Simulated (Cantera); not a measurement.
Input (Python, Cantera):

```python
import numpy as np
import cantera as ct

gas = ct.Solution("gri30.yaml")
gas.TPX = 1800, 1000000, {'CH3OH': 1, 'O2': 1.25, 'N2': 4.7, 'H2O': 0.36}
reactor = ct.IdealGasConstPressureReactor(gas, energy="on", clone=False)
net = ct.ReactorNet([reactor])
net.rtol, net.atol = 1e-08, 1e-16
show = ['CH3OH', 'O2', 'H2O', 'H2', 'C2H4']
times = np.geomspace(1e-06, 0.2, 10)

steps = ct.SolutionArray(gas, extra=["t"])
rows = []
print(f"{'t/s':>10s}{'T/K':>9s}{'P/Pa':>11s}" + "".join(f"{s:>11s}" for s in show))
for t in times:
    while net.time < t:
        t_next = net.step()
        steps.append(gas.state, t=t_next)
    rows.append([np.interp(t, steps.t, y) for y in (steps.T, steps.P, *steps(*show).X.T)])
    print(f"{t:10.3e}{rows[-1][0]:9.1f}{rows[-1][1]:11.4g}" + "".join(f"{x:11.3e}" for x in rows[-1][2:]))
rate = np.gradient(steps.T, steps.t)
print("integrator steps:", len(steps.t))
if steps.T.max() > steps.T[0] + 200:
    print(f"time of steepest temperature rise: {steps.t[rate.argmax()]:.4e} s")
gas.TPX = 1800, 1000000, {'CH3OH': 1, 'O2': 1.25, 'N2': 4.7, 'H2O': 0.36}
gas.equilibrate("HP")
print(f"equilibrium (HP): T = {gas.T:.1f} K  " + "  ".join(f"{s} {gas[s].X[0]:.3e}" for s in show))
```

Output:

```
       t/s      T/K       P/Pa      CH3OH         O2        H2O         H2       C2H4
 1.000e-06   1813.0      1e+06  1.213e-01  1.623e-01  5.669e-02  5.698e-03  2.655e-06
 3.882e-06   2684.1      1e+06  7.808e-14  2.018e-02  2.125e-01  4.089e-02  3.501e-20
 1.507e-05   2984.1      1e+06  4.580e-14  1.043e-02  2.375e-01  3.182e-02  4.874e-20
 5.848e-05   2980.4      1e+06  4.748e-14  9.725e-03  2.376e-01  3.215e-02  5.296e-20
 2.270e-04   2970.8      1e+06  5.054e-14  8.720e-03  2.375e-01  3.284e-02  5.995e-20
 8.811e-04   2969.2      1e+06  5.109e-14  8.554e-03  2.374e-01  3.296e-02  6.124e-20
 3.420e-03   2969.2      1e+06  5.109e-14  8.554e-03  2.374e-01  3.296e-02  6.124e-20
 1.327e-02   2969.2      1e+06  5.109e-14  8.554e-03  2.374e-01  3.296e-02  6.124e-20
 5.153e-02   2969.2      1e+06  5.109e-14  8.554e-03  2.374e-01  3.296e-02  6.124e-20
 2.000e-01   2969.2      1e+06  5.109e-14  8.554e-03  2.374e-01  3.296e-02  6.124e-20
integrator steps: 1586
time of steepest temperature rise: 2.5464e-06 s
equilibrium (HP): T = 2969.2 K  CH3OH 5.328e-14  O2 8.554e-03  H2O 2.374e-01  H2 3.296e-02  C2H4 6.609e-20
```

Computed with Cantera and GRI-Mech 3.0 (53 species, 325 reactions). GRI-Mech 3.0 was tuned for natural gas; its chemistry of methanol as a main component is partial and can be far from experiment.
